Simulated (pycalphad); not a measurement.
Phase fractions of Sn-5.5Si (at.%)

Source of the numbers: pycalphad with the COST 507 light-alloy database (1999); pressure 1 atm. These are 1990s assessments: newer ones move some temperatures and phases. Phase fractions are per mole of atoms.

```tsv
T (K)	liquid	diamond (Si)	bct (Sn)
1360	1.000	-	-
1320	0.987	0.013	-
1280	0.977	0.023	-
1240	0.969	0.031	-
1200	0.963	0.037	-
1160	0.958	0.042	-
1120	0.955	0.045	-
1080	0.952	0.048	-
1040	0.950	0.050	-
1000	0.948	0.052	-
960	0.947	0.053	-
920	0.946	0.054	-
880	0.946	0.054	-
840	0.946	0.054	-
800	0.945	0.055	-
760	0.945	0.055	-
720	0.945	0.055	-
680	0.945	0.055	-
640	0.945	0.055	-
600	0.945	0.055	-
560	0.945	0.055	-
520	0.945	0.055	-
```
